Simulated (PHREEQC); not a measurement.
**Metal-bearing waste water (model solution)**

Consider water at 76 °C with 0.0063 mol FeSO4, 0.014 mol CaCl2 and 0.0006 mol NaF per kg of water. Closed to the air; pH follows from the charge balance.

The numbers come from PHREEQC with the ion-association model, phreeqc.dat.

| Property | Value |
|---|---|
| pH | 5.61 |
| ionic strength | 0.0559 mol/kgw |
| specific conductance | 8870 µS/cm |
| density | 0.976 g/cm³ |

```csv
species,molality,activity,log γ
Cl-,0.0279,0.0220,-0.103
Ca+2,0.0123,0.00519,-0.373
Fe+2,0.00502,0.00218,-0.362
SO4-2,0.00336,0.00139,-0.385
CaSO4,0.00175,0.00177,0.006
FeSO4,0.00118,0.00119,0.006
Na+,0.000594,0.000476,-0.096
```

Precipitation was switched off in this run. Saturation is exceeded, for instance for Fluorite; the values hold only as long as no solid forms. Species that the database lacks are ignored. At this temperature some constants are extrapolated from 25 °C, and those without enthalpy data are left unchanged. Fluoro complexes past AlF4- and FeF3 are missing from the database.
